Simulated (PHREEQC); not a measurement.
Dissolve 0.033 mol/kgw NaH2PO4 and 0.00091 mol/kgw H2SO4 at 9.1 °C. Closed to the air; pH follows from the charge balance.

Computed with PHREEQC (ion-association model, phreeqc.dat).

**Question.** The ionic strength comes out as 0.0343 mol/kgw. What activity coefficients do Na+, SO4-2, H+, H2PO4-, NaSO4- get?

**Answer.** Na+ 0.85, SO4-2 0.52, H+ 0.87, H2PO4- 0.85, NaSO4- 0.85.

No solid was allowed to form. At this temperature some constants are extrapolated from 25 °C, and those without enthalpy data are left unchanged.
